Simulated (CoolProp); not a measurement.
Benzene at several states: density (kg/m³) from the reference equation and from simpler models built on Tc = 562.0 K, pc = 4.906 MPa, ω = 0.211; each cubic takes its own stable root.

The numbers come from the reference Helmholtz-energy equation of state, Thol 2012 in CoolProp.

```csv
T (K),p (MPa),phase,reference,van der Waals,Redlich-Kwong,Soave-Redlich-Kwong,Peng-Robinson
304.3,1.05,liquid,867.8,526.5,778.5,792.6,892.7
459.4,0.653,gas,14.78,14.33,14.61,14.70,14.79
352.8,0.0791,gas,2.164,2.137,2.150,2.154,2.156
```
